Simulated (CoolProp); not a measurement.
A simple Rankine cycle with c-C4F8 (RC318): condensing at 313.15 K, boiler at 1.96 MPa, turbine inlet 410.9 K, turbine efficiency 0.9, pump efficiency 0.7, no recuperator. Each further row changes one setting.

The numbers come from the reference Helmholtz-energy equation of state, Platzer 1990 in CoolProp. This equation is an older, rougher fit; its heat capacities, sound speeds and derivatives of the liquid may be far off and weren't checked against measurements.

| case | thermal efficiency (%) | net work (kJ/kg) | heat in (kJ/kg) | turbine exit temperature (K) | volume ratio over the turbine |
|---|---|---|---|---|---|
| as stated | 9.4 | 16.2 | 173 | 380.0 | 4.44 |
| turbine inlet 430.9 K | 9.1 | 17.7 | 194 | 401.1 | 4.28 |
| condensing temperature 305.15 K | 10.6 | 19.2 | 182 | 375.8 | 5.63 |
| boiler pressure 1.37 MPa | 7.2 | 12.9 | 179 | 389.7 | 2.91 |
| turbine efficiency 0.8 | 8.2 | 14.2 | 173 | 382.2 | 4.47 |
